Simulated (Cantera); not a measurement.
Thermodynamics of abatement and gas-phase synthesis, feed N2O + SO2 + N2

Feed: 1 mol N2O, 0.0042 mol SO2, 14 mol N2, equilibrated at 1223 K and 1000 Pa.

Method: chemical equilibrium by Gibbs-energy minimisation in Cantera with the NASA 1993 tables (ideal gas, pure condensed phases). Candidate condensed phases: S; 17 gas species. Equilibrium is a limit: real reactors are often held back by kinetics, nucleation or transport.

```json
{
 "x(N2)": "0.967",
 "x(O2)": "0.0322",
 "x(SO2)": "0.000270",
 "x(NO)": "0.000101",
 "x(SO3)": "1.04e-6",
 "gas_amount": "15.50 mol",
 "log10 activity of S(l) (absent)": "-14.55"
}
```
